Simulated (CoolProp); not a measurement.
Computed with CoolProp (reference Helmholtz-energy equation of state, Platzer 1990). This equation is an older, rougher fit.

Q: For c-C4F8 (RC318), give the phase and the speed of sound (m/s), Joule-Thomson coefficient (K/MPa), viscosity (µPa s), Prandtl number at 69.95 °C and 1.01 bar.

A: 
- 69.95 °C and 1.01 bar: gas; speed of sound 120, Joule-Thomson coefficient 10.4, viscosity 13.2, Prandtl number 0.748

Viscosity comes from a separate model (Huber 2003), an estimate that may be off by 10 % or more. Thermal conductivity comes from a separate model (Huber 2003), an estimate that may be off by 10 % or more.
